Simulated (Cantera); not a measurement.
A perfectly stirred reactor is fed with CH₄ : H₂ : O₂ : N₂ = 1 : 0.11 : 1.47 : 11.9 (molar parts), equivalence ratio 1.4, at 5.00 bar; it is adiabatic with a 600 K inlet, and is followed from long to short residence time, starting on the burning branch (τ in s: 0.12, 0.056, 0.027, 0.013, 0.0064, 0.0031, 0.0015, 0.00073, 0.00035, 0.00017, 8.2e-05, 4e-05, 1.9e-05).

Cantera simulation using GRI-Mech 3.0 (53 species, 325 reactions); the numbers are that mechanism's predictions, not measurements.

One state of this run: T (K) = 1594; x CH₄ = 0.00658; x H₂ = 0.0211; x O₂ = 0.00384; x CH₂CO = 7.41e-5; x H₂O = 0.106; x C₂H₆ = 7.47e-5; x C₂H = 4.70e-9. x: mole fraction; the columns are a selection and need not sum to one.

**Question.** Which value of τ (s) does it belong to?
A. 0.027
B. 0.013
C. 0.12
D. 0.00073

**Answer.** A, 0.027
